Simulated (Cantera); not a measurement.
# Thermodynamics of aluminium nitride and oxide growth, feed Al(CH3)3 + NH3 + N2

Charge: 1 mol Al(CH3)3, 0.91 mol NH3, 420 mol N2, at 0.133 bar.

Cantera equilibrium calculation (NASA polynomials, part measured and part estimated; ideal gas, pure solids and liquids). Candidate condensed phases: Al, AlN, C, C6H6, C7H8, C8H18; 97 gas species. The feed counts by its element totals alone. Kinetics and transport are ignored.

| T (K) | x N2 | x H2 | x Al | x HCN | x H | x HNC | x AlH | x C2H2 (acetylene) | n AlN(s) | n C(graphite) |
|---|---|---|---|---|---|---|---|---|---|---|
| 1048 | 0.986 | 0.0138 | <1e-12 | 1.26e-6 | 2.48e-9 | 2.60e-9 | <1e-12 | 5.42e-11 | 1.00 | 3.00 |
| 1198 | 0.986 | 0.0138 | <1e-12 | 8.49e-6 | 6.11e-8 | 4.20e-8 | <1e-12 | 1.36e-9 | 1.00 | 3.00 |
| 1348 | 0.986 | 0.0138 | 4.00e-12 | 3.73e-5 | 7.43e-7 | 3.63e-7 | <1e-12 | 1.65e-8 | 1.00 | 2.98 |
| 1498 | 0.986 | 0.0137 | 1.19e-9 | 0.000121 | 5.51e-6 | 2.03e-6 | 6.21e-11 | 1.21e-7 | 1.000 | 2.95 |
| 1648 | 0.986 | 0.0136 | 1.25e-7 | 0.000316 | 2.84e-5 | 8.26e-6 | 3.79e-9 | 6.08e-7 | 1.000 | 2.86 |
| 1798 | 0.986 | 0.0134 | 5.93e-6 | 0.000698 | 0.000111 | 2.64e-5 | 1.15e-7 | 2.30e-6 | 0.997 | 2.69 |
| 1948 | 0.985 | 0.0129 | 0.000154 | 0.00135 | 0.000351 | 6.94e-5 | 2.01e-6 | 6.94e-6 | 0.933 | 2.39 |
| 2098 | 0.982 | 0.0120 | 0.00232 | 0.00231 | 0.000923 | 0.000156 | 2.11e-5 | 1.71e-5 | 0 | 1.92 |
x: gas mole fraction; n: condensed amount in mol.

From 1048 K to 1948 K the condensed part is AlN(s) + C(graphite). At 2098 K the condensed part is C(graphite).
